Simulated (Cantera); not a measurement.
Charge: 1 mol Si(CH₃)₄, 0.026 mol C₂H₂, 58 mol H₂, equilibrated at 0.00370 bar.

Cantera equilibrium calculation (NASA polynomials, part measured and part estimated; ideal gas, pure solids and liquids). Candidate condensed phases: C, C₆H₆, C₇H₈, C₈H₁₈, Si, SiC; 87 gas species. Rates play no part. All values below are at 802 °C.

Base state: H₂ 1.000, CH₄ 0.000167 (mole fractions); condensed: C(graphite) + SiC(s).

**Question.** What changes in the equilibrium state with this change: Si(CH₃)₄ replaced by SiCl₄?

**Answer.** 
```
species           before     after
----------------  ------  --------
H₂                 1.000     0.952
HCl                    0    0.0386
SiCl₄                  0   0.00398
SiCl₂                  0   0.00306
SiHCl₃                 0   0.00122
SiCl₃                  0  0.000877
C(graphite), mol    3.04         0
SiC(s), mol         1.00    0.0520
Si(s), mol             0     0.400
```
Mutual solubility and eutectic melting of coexisting phases are not modelled. The tables' values for SiCl₃ are old estimates; treat these amounts as uncertain.
